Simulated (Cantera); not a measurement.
Cantera with NASA thermochemical tables; ideal gases at 1 bar, condensed phases pure. Values are per mole of reaction as written; species without (g) are pure solids or liquids, kept so even where they would boil at 1 bar.

2 TiO(g) + 3 Cl₂(g) → O₂(g) + 2 TiCl₃(g), with ΔH° = -1187.4 kJ and ΔS° = -297.2 J/K at 300 K.

How far is the shortcut ΔG° ≈ ΔH°(300 K) − T·ΔS°(300 K) from the full temperature-dependent value at 648, 673, 698, 723, 748, 773, 798, 823, 848, 873, 898 K?


```tsv
T (K)	shortcut (kJ)	full (kJ)	difference (kJ)	difference in log10 K
648	-994.8	-996.7	1.9	-0.15
673	-987.4	-989.5	2.2	-0.17
698	-979.9	-982.4	2.5	-0.18
723	-972.5	-975.3	2.8	-0.20
748	-965.1	-968.2	3.1	-0.22
773	-957.7	-961.1	3.4	-0.23
798	-950.2	-954.0	3.8	-0.25
823	-942.8	-946.9	4.1	-0.26
848	-935.4	-939.9	4.5	-0.28
873	-927.9	-932.8	4.9	-0.29
898	-920.5	-925.8	5.3	-0.31
```
The shortcut ignores the heat-capacity change of the reaction.
